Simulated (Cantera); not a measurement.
# Ignition delay

Mixture: H2 : O2 : N2 = 1 : 0.385 : 1.45 (molar parts), equivalence ratio 1.3, at 1600000 Pa, adiabatic and at constant volume. Ignition delay is the time to a rise of 400 K.

Computed with Cantera and the H2/O2 subset of GRI-Mech 3.0, which has no nitrogen chemistry. The hydrogen kinetics of GRI-Mech 3.0 are dated; newer H2 mechanisms differ, most at raised pressure. The pressure lies above the range GRI-Mech 3.0 was tuned for (to about 10 atm).

| T0 (K) | delay (ms) |
|---|---|
| 1100 | 0.702 |
| 1175 | 0.159 |
| 1250 | 0.0316 |
| 1325 | 0.00490 |
| 1400 | 0.00185 |
| 1475 | 0.00111 |
| 1550 | 0.000784 |
| 1625 | 0.000598 |

```json
{
 "apparent activation energy between 1475 and 1625 K": "83 kJ/mol"
}
```
